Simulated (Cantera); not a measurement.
Input: 1 mol Cu2O, 0.32 mol C, 0.34 mol N2, at 0.0370 bar.

Equilibrium computed with Cantera from the NASA thermochemical tables; the gas is ideal and each condensed phase is pure. Candidate condensed phases: C, Cu, CuO, Cu2O; 27 gas species. Each liquid is taken as pure. Mutual solubility and eutectic melting of coexisting phases are not modelled. The numbers say what is thermodynamically allowed, not how fast it happens.

What share of the Cu ends up in condensed phases as a function of T (K), at 1423, 1573, 1723, 1873, 2023, 2173, 2323, 2473, 2623?


```
T (K)  Cu condensed (%)               as
-----  ----------------  ---------------
1423              100.0  Cu(l) + Cu2O(s)
1573              100.0  Cu(l) + Cu2O(l)
1723               99.8  Cu(l) + Cu2O(l)
1873               98.6  Cu(l) + Cu2O(l)
2023               92.8            Cu(l)
2173               54.3            Cu(l)
2323                0.0                -
2473                0.0                -
2623                0.0                -
```
